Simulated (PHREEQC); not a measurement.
## Geothermal or formation water

Synthetic water in mg/kgw, 15 °C, pH 6.31: Na 1710; K 69; Ca 147; Mg 236; Cl 3090; S(6) as SO4 1080; Alkalinity as HCO3 4.42.

Valence states are taken as typed.

All values are PHREEQC results (Pitzer model, pitzer.dat), not measurements.

The ionic strength is 0.131 mol/kgw and the specific conductance is 8450 µS/cm. The density is 1.004 g/cm³ and the osmotic coefficient comes out as 0.896. The charge-balance error is -3.2 %.

| species | molality | activity | log γ |
|---|---|---|---|
| Cl- | 0.0872 | 0.0653 | -0.125 |
| Na+ | 0.0744 | 0.0575 | -0.112 |
| SO4-2 | 0.0112 | 0.00288 | -0.591 |
| Mg+2 | 0.00971 | 0.00331 | -0.468 |
| Ca+2 | 0.00367 | 0.00115 | -0.502 |
| K+ | 0.00177 | 0.00134 | -0.120 |
| CO2 | 7.41e-5 | 7.54e-5 | 0.008 |
| HCO3- | 7.31e-5 | 6.00e-5 | -0.086 |
| H+ | 6.23e-7 | 4.90e-7 | -0.105 |

Precipitation was switched off in this run. Complexes and solids missing from the database can't appear.
